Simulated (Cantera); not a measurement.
Source: NASA polynomial tables (part measured, part estimated), evaluated in Cantera. Values are per mole of reaction as written; species without (g) are pure solids or liquids, kept so even where they would boil at 1 bar.

Q: Between 2300 and 2550 K, where is each reaction favourable under standard conditions?
- 2 Al + 6 Cl(g) → Al2Cl6(g)

A: 
- 2 Al + 6 Cl(g) → Al2Cl6(g): ΔG° is -629 kJ at 2300 K and -472 kJ at 2550 K; it stays negative (K > 1). ΔH° is -2075 kJ and ΔS° -628 J/K at 2550 K.
